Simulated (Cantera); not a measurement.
Ni + H2S + N2 (metals in furnace atmospheres)

Feed: 1 mol Ni, 0.0028 mol H2S, 180 mol N2, equilibrated at 1700 °C and 6300 Pa.

Cantera equilibrium calculation (NASA polynomials, part measured and part estimated; ideal gas, pure solids and liquids). Candidate condensed phases: Ni, NiS, NiS2, Ni3S2, Ni3S4, S; 17 gas species. Kinetics and transport are ignored.

```yaml
x(N2): 0.998
x(Ni): 0.00217
x(H): 1.51e-5
x(S): 8.22e-6
x(H2): 7.89e-6
x(NiS): 5.93e-6
n(Ni(l)): 0.608 mol
gas_amount: 180.4 mol
log10 activity of NiS(l) (absent): -3.28
log10 activity of S(l) (absent): -5.28
log10 activity of NiS2(l) (absent): -8.76
```
